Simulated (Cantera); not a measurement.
Cantera run, input and output.

```python
import numpy as np
import cantera as ct

gas = ct.Solution("h2o2.yaml")


def delay(T, t_max=10):
    gas.TPX = T, 290000, {'H2': 1, 'O2': 0.294, 'N2': 1.11}
    reactor = ct.IdealGasReactor(gas, clone=False)
    net = ct.ReactorNet([reactor])
    net.rtol, net.atol = 1e-8, 1e-16
    while net.time < t_max:
        t_old, T_old = net.time, reactor.T
        net.step()
        if reactor.T > T + 400:  # ignition: a rise of 400 K
            return t_old + (T + 400 - T_old) / (reactor.T - T_old) * (net.time - t_old)
    return np.nan


taus = []
for T in [1300, 1350, 1400, 1450, 1500, 1550, 1600]:
    taus.append(delay(T))
    print(f"T0 = {T:6g} K   tau = {taus[-1]:.4e} s")

# d ln(tau) / d ln(k), from doubling and halving each rate constant
T, sens = 1350, []
for i in range(gas.n_reactions):
    gas.set_multiplier(2.0, i)
    up = delay(T)
    gas.set_multiplier(0.5, i)
    down = delay(T)
    gas.set_multiplier(1.0, i)
    sens.append((np.log(up / down) / np.log(4.0), gas.reaction(i).equation))
sens.sort(key=lambda x: -abs(x[0]))
print(f"sensitivities at {T} K")
for s, eq in sens[:10]:
    print(f"{s:8.3f}  {eq}")
```

It prints:

```
T0 =   1300 K   tau = 1.0656e-05 s
T0 =   1350 K   tau = 8.3931e-06 s
T0 =   1400 K   tau = 6.8255e-06 s
T0 =   1450 K   tau = 5.6903e-06 s
T0 =   1500 K   tau = 4.8424e-06 s
T0 =   1550 K   tau = 4.1959e-06 s
T0 =   1600 K   tau = 3.6966e-06 s
sensitivities at 1350 K
  -0.814  H + O2 <=> O + OH
  -0.119  H2 + O <=> H + OH
  -0.059  H + HO2 <=> H2 + O2
  -0.057  H2 + OH <=> H + H2O
   0.053  H + O2 + M <=> HO2 + M
   0.034  H + O2 + N2 <=> HO2 + N2
  -0.021  H + HO2 <=> 2 OH
  -0.015  H + O2 + H2O <=> HO2 + H2O
   0.007  H + O2 + O2 <=> HO2 + O2
  -0.003  H + H2O2 <=> H2 + HO2
```

Model: the H2/O2 subset of GRI-Mech 3.0, which has no nitrogen chemistry, integrated in Cantera. The hydrogen kinetics of GRI-Mech 3.0 are dated; newer H2 mechanisms differ, most at raised pressure. Where the delays flatten at high temperature, the 400 K rule measures the pace of heat release, not the induction time.
